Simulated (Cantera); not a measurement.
**Low-pressure radical oxidation in H2/O2**

An isothermal, constant-pressure homogeneous reactor starts with H2 : O2 : N2 = 0.17 : 1 : 1.4 (molar parts), at 998 K and 1330 Pa.

Detailed kinetics in Cantera: the H2/O2 subset of GRI-Mech 3.0, which has no nitrogen chemistry. Radical loss at walls, strong at low pressure, is not modelled. The temperature is held fixed by assumption; the heat of reaction is taken as removed at once.

| t (s) | x H2 | x O2 | x OH | x HO2 | x H | x O | x H2O |
|---|---|---|---|---|---|---|---|
| 5.00e-5 | 0.0661 | 0.389 | <1e-12 | 1.18e-11 | 1.12e-11 | <1e-12 | <1e-12 |
| 0.000132 | 0.0661 | 0.389 | 3.71e-12 | 3.13e-11 | 2.84e-11 | 5.19e-12 | 2.52e-12 |
| 0.000349 | 0.0661 | 0.389 | 1.71e-11 | 8.30e-11 | 8.16e-11 | 3.19e-11 | 3.18e-11 |
| 0.000920 | 0.0661 | 0.389 | 1.09e-10 | 2.24e-10 | 4.13e-10 | 2.50e-10 | 4.52e-10 |
| 0.00243 | 0.0661 | 0.389 | 3.84e-9 | 8.58e-10 | 1.38e-8 | 9.23e-9 | 2.27e-8 |
| 0.00642 | 0.0659 | 0.389 | 3.18e-5 | 1.60e-6 | 0.000114 | 7.62e-5 | 0.000194 |
| 0.0169 | 0.00240 | 0.358 | 0.00163 | 4.05e-6 | 0.0168 | 0.0146 | 0.0553 |
| 0.0447 | 0.000778 | 0.365 | 0.000881 | 3.72e-6 | 0.00300 | 0.00495 | 0.0653 |
| 0.118 | 0.000115 | 0.368 | 0.000305 | 2.18e-6 | 0.000152 | 0.000730 | 0.0680 |
| 0.312 | 1.31e-5 | 0.368 | 0.000102 | 6.94e-7 | 5.86e-6 | 8.47e-5 | 0.0683 |
| 0.823 | 1.78e-6 | 0.368 | 3.95e-5 | 1.63e-7 | 3.39e-7 | 1.26e-5 | 0.0684 |
| 2.17 | 3.26e-7 | 0.368 | 1.80e-5 | 3.99e-8 | 3.15e-8 | 2.59e-6 | 0.0684 |
| 5.74 | 7.77e-8 | 0.368 | 9.16e-6 | 1.13e-8 | 4.18e-9 | 6.75e-7 | 0.0684 |
| 15.1 | 2.22e-8 | 0.368 | 5.02e-6 | 3.58e-9 | 6.90e-10 | 2.03e-7 | 0.0684 |
| 40.0 | 7.08e-9 | 0.368 | 2.88e-6 | 1.25e-9 | 1.30e-10 | 6.70e-8 | 0.0684 |
x: mole fraction; the columns are a selection and need not sum to one.

Equilibrium at this temperature and pressure: H2 8.09e-11, O2 0.368, OH 3.11e-7, HO2 3.86e-10, H <1e-12, O 7.83e-10, H2O 0.0684 (gas phase only).
